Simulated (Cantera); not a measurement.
Equilibrium for titanium nitride, carbide and oxide coatings: TiCl4 + CH4

A closed system holds: 1 mol TiCl4, 0.63 mol CH4, held at 802 °C and 133 Pa.

Method: chemical equilibrium by Gibbs-energy minimisation in Cantera with the NASA 1993 tables (ideal gas, pure condensed phases). Candidate condensed phases: C, C6H6, C7H8, C8H18, Ti, TiC, TiCl2, TiCl3, TiCl4; 96 gas species. TiC: taken at fixed stoichiometry. Kinetics and transport are ignored.

* **x(HCl)**: 0.407
* **x(H2)**: 0.290
* **x(TiCl4)**: 0.250
* **x(TiCl3)**: 0.0534
* **x(CH4)**: 5.04e-6
* **x(TiCl2)**: 1.89e-6
* **n(C(graphite))**: 0.404 mol
* **n(TiC(s))**: 0.226 mol
* **gas amount**: 2.554 mol
* **log10 activity of TiCl4(l) (absent)**: -5.51
* **log10 activity of Ti(α) (absent)**: -8.36
